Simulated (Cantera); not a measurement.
Charge: 1 mol PbO, 0.48 mol H₂, 16 mol N₂, at 0.00730 bar.

Method: chemical equilibrium by Gibbs-energy minimisation in Cantera with the NASA 1993 tables (ideal gas, pure condensed phases). Candidate condensed phases: H₂O, Pb, PbO, PbO₂, Pb₃O₄; 27 gas species. Mutual solubility and eutectic melting of coexisting phases are not modelled. Gases not in the tables: (PbO)n polymers. Rates play no part.

x: gas mole fraction; n: condensed amount in mol.

| T (°C) | x N₂ | x Pb | x H₂O | x PbO | x O₂ | x NO | x OH | n Pb(s) | n PbO(red) | n Pb(l) | n PbO(yellow) | n PbO(l) |
|---|---|---|---|---|---|---|---|---|---|---|---|---|
| 325 | 0.971 | 6.21e-10 | 0.0291 | <1e-12 | <1e-12 | <1e-12 | <1e-12 | 0.480 | 0.520 | 0 | 0 | 0 |
| 475 | 0.971 | 1.20e-6 | 0.0291 | 5.09e-10 | <1e-12 | <1e-12 | <1e-12 | 0 | 0.520 | 0.480 | 0 | 0 |
| 625 | 0.971 | 0.000177 | 0.0291 | 9.41e-7 | <1e-12 | 7.64e-12 | 2.02e-11 | 0 | 0 | 0.477 | 0.520 | 0 |
| 775 | 0.965 | 0.00612 | 0.0289 | 0.000191 | [?] | 2.88e-9 | 3.67e-9 | 0 | 0 | 0.378 | 0.517 | 0 |
| 925 | 0.935 | 0.0280 | 0.0280 | 0.00897 | [?] | 6.60e-7 | 2.96e-7 | 0 | 0 | 0 | 0 | 0.366 |
| 1075 | 0.915 | 0.0282 | 0.0274 | 0.0290 | [?] | 2.39e-5 | 6.55e-6 | 0 | 0 | 0 | 0 | 0 |
| 1225 | 0.913 | 0.0317 | 0.0274 | 0.0254 | [?] | 0.000130 | 4.34e-5 | 0 | 0 | 0 | 0 | 0 |

Fill in the missing entries.


- 775, x O₂: 5.30e-10
- 925, x O₂: 2.08e-6
- 1075, x O₂: 0.000361
- 1225, x O₂: 0.00209
